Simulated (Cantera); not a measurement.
An isothermal, constant-pressure homogeneous reactor starts with H2 : O2 : N2 = 0.3 : 1 : 15 (molar parts), at 1373 K and 0.513 atm.

Computed with Cantera and the H2/O2 subset of GRI-Mech 3.0, which has no nitrogen chemistry.

One state of this run: x H2 = 8.73e-7; x O2 = 0.0526; x OH = 4.19e-5; x H = 1.01e-7; x HO2 = 8.55e-8; x H2O2 = 5.67e-9. x: mole fraction; the columns are a selection and need not sum to one.

Problem. Which value of t (s) does it belong to?
A. 0.0252
B. 2.93e-5
C. 0.000860
D. 0.00465

Solution. A, 0.0252
